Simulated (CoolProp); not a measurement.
Vapour pressure (MPa) of cyclopentane: the reference equation beside estimates from Tc = 511.7 K, pc = 4.583 MPa, ω = 0.202. Clausius-Clapeyron is anchored at 281.4 K with a constant enthalpy of vaporisation of 29.32 kJ/mol.

The numbers come from the reference Helmholtz-energy equation of state, Gedanitz 2015 in CoolProp.

```
T (K)  reference  Lee-Kesler  Clausius-Clapeyron  Soave-Redlich-Kwong  Peng-Robinson
-----  ---------  ----------  ------------------  -------------------  -------------
281.4    0.02091     0.01998             0.02091              0.02026        0.02113
284.2    0.02369     0.02268             0.02366              0.02297        0.02390
287.1    0.02687     0.02578             0.02682              0.02610        0.02707
290      0.03040     0.02922             0.03032              0.02955        0.03058
292.8    0.03415     0.03289             0.03406              0.03324        0.03431
295.7    0.03841     0.03708             0.03833              0.03744        0.03856
298.6    0.04310     0.04169             0.04303              0.04206        0.04322
301.4    0.04805     0.04657             0.04802              0.04694        0.04813
304.3    0.05364     0.05210             0.05369              0.05247        0.05369
307.2    0.05975     0.05814             0.05989              0.05851        0.05975
310.1    0.06639     0.06472             0.06668              0.06510        0.06635
312.9    0.07334     0.07164             0.07382              0.07200        0.07325
315.8    0.08114     0.07940             0.08187              0.07975        0.08099
```

Absolute difference from the reference over all 13 rows, mean and median: Lee-Kesler 3.3 and 3.3 %, Clausius-Clapeyron 0.3 and 0.2 %, Soave-Redlich-Kwong 2.4 and 2.4 %, Peng-Robinson 0.4 and 0.3 %.
